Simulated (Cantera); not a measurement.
What does this Cantera script print?

```python
import numpy as np
import cantera as ct

gas_names = [...]  # 45 gases of nasa_gas.yaml made of Al, Cl, H, N, O
cond_names = """
    AL(cr) AL(L) ALCL3(s) ALCL3(L) ALN(s) AL2O3(a) AL2O3(L) H2O(s) H2O(L) NH4CL(a) NH4CL(b)
""".split()


# ... load() reads the species with a 1 bar reference pressure and builds the phases ...
atoms = {
    'Al': {'AL': 1},
    'HCl': {'H': 1, 'CL': 1},
    'N2': {'N': 2},
    'O2': {'O': 2},
}
top_T = {'ALN(s)': 2750}  # K; cautious upper limits of use, not melting points


# ... equilibrate(T, P, feed) seeds the gas with the atoms and calls Mixture.equilibrate('TP', solver="vcs", rtol=1e-11, max_steps=5000) ...
results = []
feed = {'Al': 1, 'HCl': 0.54, 'N2': 90, 'O2': 10}  # mol
P = 100000  # Pa
for T in [950, 1050, 1150, 1250, 1350, 1450, 1550, 1650, 1750, 1850]:
    mix = equilibrate(T, P, feed)
    results.append((T, P, feed, dict(zip(mix.species_names, mix.species_moles))))

top = {s: max(r[3][s] / sum(r[3][g] for g in gas_names) for r in results) for s in gas_names}
cols = sorted((s for s in top if top[s] > 1e-05), key=lambda s: -top[s])[:8]
seen = [c for c in cond_names if any(r[3].get(c, 0) > 1e-12 for r in results)]
print("log10 of partial pressures in bar; condensed amounts in mol")
print(f"{'T/K':>10s}" + "".join(f"{s[:9]:>10s}" for s in cols + seen))
for T, P, feed, n in results:
    ng = sum(n[g] for g in gas_names)
    print(f"{T:10.4g}" + "".join(f"{np.log10(max(n[s] / ng * P / 1e5, 1e-99)):10.3f}" for s in cols)
          + "".join(f"{n.get(c, 0):10.4g}" for c in seen))
```

Output:

```
log10 of partial pressures in bar; condensed amounts in mol
       T/K        N2        O2       HCL        NO        CL       H2O       CL2        OH  AL2O3(a)
       950    -0.045    -1.035    -2.515    -4.905    -5.217    -2.928    -2.929    -8.439       0.5
      1050    -0.045    -1.035    -2.455    -4.427    -4.614    -3.020    -3.026    -7.635       0.5
      1150    -0.045    -1.035    -2.417    -4.031    -4.123    -3.102    -3.123    -6.972       0.5
      1250    -0.045    -1.035    -2.393    -3.699    -3.723    -3.164    -3.230    -6.412       0.5
      1350    -0.045    -1.035    -2.383    -3.416    -3.400    -3.197    -3.361    -5.925       0.5
      1450    -0.045    -1.036    -2.386    -3.172    -3.152    -3.190    -3.534    -5.487       0.5
      1550    -0.045    -1.037    -2.401    -2.960    -2.967    -3.145    -3.750    -5.086       0.5
      1650    -0.045    -1.039    -2.429    -2.774    -2.831    -3.079    -3.995    -4.721       0.5
      1750    -0.046    -1.041    -2.466    -2.610    -2.729    -3.011    -4.247    -4.393       0.5
      1850    -0.046    -1.044    -2.511    -2.464    -2.648    -2.950    -4.495    -4.101       0.5
```

Cantera equilibrium calculation (NASA polynomials, part measured and part estimated; ideal gas, pure solids and liquids). Condensed phases not in the tables: AlOCl.
